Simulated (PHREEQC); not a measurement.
Make-up at 25 °C: 0.19 mol/kgw KH2PO4 and 0.0121 mol/kgw NH3. Closed to the air; pH follows from the charge balance.

Equilibrium calculation in PHREEQC: ion-association model, phreeqc.dat.

This is a speciation only: nothing precipitates in the calculation.

Question: Order these P species by the share of P that they hold, largest first: KHPO4-, HPO4-2, H2PO4-.

Answer: H2PO4- (94 %), HPO4-2 (5.8 %), KHPO4- (0.59 %)

The pH is 5.59 and the ionic strength 0.212 mol/kgw.
